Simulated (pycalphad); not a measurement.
All values are pycalphad results on the COST 507 light-alloy database (1999) (1 atm), not direct measurements. No gas phase is included, though pure Mg would boil below 1377 °C. These are 1990s assessments: newer ones move some temperatures and phases. The system is extrapolated from its subsystems; higher-order compounds may be missing. Diffusion is slow at the low end, where real alloys seldom reach equilibrium.

# Al-1.784Si-0.7837Fe-1.095Mg (wt.%): equilibrium cooling sequence

```csv
T (°C),phases above,phases below
641.7,liquid,fcc + liquid
629.9,fcc + liquid,AL13FE4 + fcc + liquid
623.0,AL13FE4 + fcc + liquid,AL13FE4 + ALFESI_ALPHA + fcc + liquid
622.9,AL13FE4 + ALFESI_ALPHA + fcc + liquid,ALFESI_ALPHA + fcc + liquid
606.2,ALFESI_ALPHA + fcc + liquid,ALFESI_ALPHA + ALFESI_BETA + fcc + liquid
605.2,ALFESI_ALPHA + ALFESI_BETA + fcc + liquid,ALFESI_BETA + fcc + liquid
572.6,ALFESI_BETA + fcc + liquid,ALFESI_BETA + fcc + liquid + MG2SI
562.6,ALFESI_BETA + fcc + liquid + MG2SI,ALFESI_BETA + fcc + MG2SI
533.8,ALFESI_BETA + fcc + MG2SI,ALFESI_BETA + diamond (Si) + fcc + MG2SI
```

Changes were sought between steps of 25 K, so a narrower field can be missed.

Database names, with the compositions (at.%) that they take in these runs: AL13FE4: Al 76 Fe 24; ALFESI_BETA: Al 70 Si 15 Fe 15; MG2SI: Mg 67 Si 33.
